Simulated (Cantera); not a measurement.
Input: 1 mol acetone, 14 mol H₂, 0.039 mol NH₃.

Cantera equilibrium calculation (NASA polynomials, part measured and part estimated; ideal gas, pure solids and liquids). Candidate condensed phases: C, C₆H₆, C₇H₈, C₈H₁₈, H₂O; 136 gas species. The feed counts by its element totals alone. The ideal-gas law is rough above about 30 bar. Equilibrium is a limit: real reactors are often held back by kinetics, nucleation or transport.

Q: What condenses at these points (T in K, P in Pa): (1175, 10000000); (1725, 1800); (1475, 10); (1175, 10000); (1225, 10000000)?

A: 
| T (K) | P in Pa | condensed phases | C condensed (%) |
|---|---|---|---|
| 1175 | 10000000 | gas only | 0.0 |
| 1725 | 1800 | C | 66.5 |
| 1475 | 10 | C | 66.6 |
| 1175 | 10000 | C | 65.8 |
| 1225 | 10000000 | gas only | 0.0 |
